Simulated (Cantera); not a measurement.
Feed: 1 mol Si, 0.8 mol Cl₂, 5.2 mol H₂, equilibrated at 19.0 bar.

Method: chemical equilibrium by Gibbs-energy minimisation in Cantera with the NASA 1993 tables (ideal gas, pure condensed phases). Candidate condensed phases: Si; 19 gas species. Kinetics and transport are ignored.

Over these rows the condensed part is Si(s). Partial pressures as log10 of bar:

```tsv
T (K)	1000/T (1/K)	log p HCl	log p H₂	log p SiHCl₃	log p SiCl₄
500	2.0000	-4.86	1.24	0.03	-0.27
600	1.6667	-3.60	1.24	0.02	-0.26
700	1.4286	-2.70	1.24	0.00	-0.25
800	1.2500	?	1.24	-0.01	-0.24
900	1.1111	-1.52	1.24	-0.02	-0.23
1000	1.0000	-1.11	1.24	-0.04	-0.23
```

Problem. Fit log p(HCl) = a + b·(1000/T) to the five rows, give the apparent enthalpy, and predict the row at 800 K.

Solution. Means: 1000/T = 1.4413, log p = -2.758. Sxy = -2.500961, Sxx = 0.6668899, so b = -3.75 and a = -2.758 − (-3.75)×1.4413 = 2.65.
Apparent enthalpy: −19.145 × (-3.75) = 72 kJ/mol. With the condensed phases at unit activity, 1/3 H₂(g) + 1/3 SiHCl₃(g) = HCl(g) + 1/3 Si(s) links this pressure to the main gases: over the six rows their terms move log p by -0.02 in all, so the slope is close to that reaction's ΔH°. The five rows lie within 0.01 of the line.
Prediction at 800 K: 2.65 + (-3.75)×1.2500 = -2.04. The computed value is -2.03, 0.01 from the line.
